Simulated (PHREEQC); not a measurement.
Consider water at 27 °C with 0.0023 mol CdCl2, 0.016 mol CaCl2 and 0.00037 mol HNO3 per kg of water. Closed to the air; pH follows from the charge balance.

Equilibrium calculation in PHREEQC: ion-association model, wateq4f.dat.

Precipitation was switched off in this run.

Task: Predict the pH.

Result: pH 3.50.

Task: In which forms is Cd present?

Result: CdCl+ 57 %, Cd+2 38 %, CdCl2 5.4 % of the Cd.
